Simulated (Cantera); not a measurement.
Charge: 1 mol TiO2, 1.5 mol C, 0.031 mol CO, at 1398.15 K and 9.90 mbar.

These are equilibrium values from Cantera (NASA tables, ideal gas, pure condensed phases), not measurements of a reactor. Candidate condensed phases: C, Ti, TiC, TiO, TiO2, Ti2O3, Ti3O5, Ti4O7; 15 gas species. Mutual solubility and eutectic melting of coexisting phases are not modelled. TiC: taken at fixed stoichiometry. Rates play no part.

Base state: CO 1.000, CO2 5.02e-5 (mole fractions); condensed: TiC(s) + Ti2O3(s).

**Question.** What changes in the equilibrium state with this change: pressure from 9.90 mbar to 1.00 bar?

**Answer.** 
| species | before | after |
|---|---|---|
| CO | 1.000 | 0.998 |
| CO2 | 5.02e-5 | 0.00174 |
| TiC(s), mol | 0.400 | 0 |
| Ti2O3(s), mol | 0.300 | 0 |
| C(graphite), mol | 0 | 1.25 |
| Ti4O7(s), mol | 0 | 0.250 |
Condensed phases not in the tables: Magnéli phases beyond Ti4O7.

**Question.** What changes in the equilibrium state with this change: temperature from 1398.15 K to 1100 K?

**Answer.** 
```
species             before     after
-----------------  -------  --------
CO                   1.000     0.999
CO2                5.02e-5  0.000872
TiC(s), mol          0.400         0
Ti2O3(s), mol        0.300         0
C(graphite), mol         0      1.50
TiO2(rutile), mol        0      1.00
```
